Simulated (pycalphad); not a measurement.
Source of the numbers: pycalphad with the COST 507 light-alloy database (1999); pressure 1 atm. The data set is of 1999 and partly superseded. Phase fractions are per mole of atoms.

Task: Give the equilibrium state of Hf-0.8123C (wt.%) at 2027 °C.

Result: 
```
T = 2300.00 K, P = 101325 Pa, N = 1 mol of atoms
G = -193275 J/mol, H = 39749 J/mol, S = 101.31 J/(mol K)  (SER reference)
chemical potentials (J/mol): Hf -182675, C -280363
phase             fraction      x(Hf)       x(C)
HCP_A3              0.9405     0.9065     0.0935
FCC_A1              0.0595     0.6545     0.3455
```

Task: Give the equilibrium state of Hf-0.8123C (wt.%) at 2527 °C.

Result: liquid, fraction 0.861, with 0.51 C wt.%; fcc, fraction 0.139, with 3.4 C wt.%.

FCC_A1 is fcc; HCP_A3 is hcp. The fcc model also describes the rock-salt carbide or nitride (TiC, TiN, HfC).
